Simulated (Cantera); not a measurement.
A Cantera script and its output.

```python
import numpy as np
import cantera as ct

gas = ct.Solution("gri30.yaml")


def delay(T, t_max=10):
    gas.TPX = T, 890000, {'CH3OH': 1, 'O2': 1.61, 'N2': 6.06, 'H2': 0.02}
    reactor = ct.IdealGasReactor(gas, clone=False)
    net = ct.ReactorNet([reactor])
    net.rtol, net.atol = 1e-8, 1e-16
    while net.time < t_max:
        t_old, T_old = net.time, reactor.T
        net.step()
        if reactor.T > T + 400:  # ignition: a rise of 400 K
            return t_old + (T + 400 - T_old) / (reactor.T - T_old) * (net.time - t_old)
    return np.nan


taus = []
for T in [1000, 1100, 1200, 1300, 1400, 1500, 1600, 1700]:
    taus.append(delay(T))
    print(f"T0 = {T:6g} K   tau = {taus[-1]:.4e} s")
```

Output:

```
T0 =   1000 K   tau = 7.7306e-02 s
T0 =   1100 K   tau = 9.4210e-03 s
T0 =   1200 K   tau = 1.5467e-03 s
T0 =   1300 K   tau = 3.3410e-04 s
T0 =   1400 K   tau = 9.1958e-05 s
T0 =   1500 K   tau = 3.1222e-05 s
T0 =   1600 K   tau = 1.2602e-05 s
T0 =   1700 K   tau = 5.8126e-06 s
```

Model: GRI-Mech 3.0 (53 species, 325 reactions), integrated in Cantera. GRI-Mech 3.0 was tuned for natural gas; its chemistry of methanol as a main component is partial and can be far from experiment.
